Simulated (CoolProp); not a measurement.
Saturation properties of ammonia.

Values from CoolProp's reference Helmholtz-energy equation of state, Gao 2020.

| T (°C) | p (bar) | liquid density (kg/m³) | surface tension (mN/m) | liquid viscosity (µPa s) | vapour viscosity (µPa s) | liquid conductivity (mW/(m K)) |
|---|---|---|---|---|---|---|
| 31.35 | 12.14 | 593.3 | 19.0 | 124 | 10.0 | … |
| 37.45 | 14.47 | … | 17.7 | 117 | 10.2 | 451 |
| 43.65 | 17.18 | 573.7 | 16.3 | 110 | … | 434 |
| 49.85 | 20.25 | 563.2 | 14.9 | 104 | 10.7 | 417 |
| 55.95 | 23.66 | 552.6 | 13.6 | 98.2 | 10.9 | 401 |
| 62.15 | … | 541.4 | 12.3 | 92.6 | 11.1 | 384 |
| 68.35 | 31.89 | 529.6 | 11.0 | 87.3 | 11.4 | 368 |
| 74.55 | 36.72 | 517.2 | 9.70 | … | 11.7 | 351 |
| 80.65 | 42.00 | 504.3 | 8.47 | 77.5 | 12.0 | … |
| 86.85 | 47.92 | 490.3 | 7.25 | 72.8 | 12.3 | 319 |
| 93.05 | 54.46 | 475.3 | 6.07 | 68.3 | 12.8 | 303 |
| 99.15 | … | 459.2 | 4.95 | 63.9 | 13.2 | 287 |
| 105.35 | 69.38 | 441.0 | 3.85 | 59.4 | 13.9 | 271 |
| 111.55 | 78.00 | … | 2.80 | 54.9 | 14.6 | 254 |
| 117.75 | 87.44 | 395.6 | 1.82 | 50.1 | 15.7 | 237 |

Q: What belongs in the gaps?

A: 
- 31.35, liquid conductivity (mW/(m K)): 468
- 37.45, liquid density (kg/m³): 583.7
- 43.65, vapour viscosity (µPa s): 10.5
- 62.15, p (bar): 27.54
- 74.55, liquid viscosity (µPa s): 82.3
- 80.65, liquid conductivity (mW/(m K)): 335
- 99.15, p (bar): 61.51
- 111.55, liquid density (kg/m³): 420.3

It boils at -33.3 °C under 1 atm.

Viscosity comes from a separate model (Fenghour 1995). Thermal conductivity comes from a separate model (Tufeu 1984). Surface tension comes from a separate correlation (Mulero 2012).
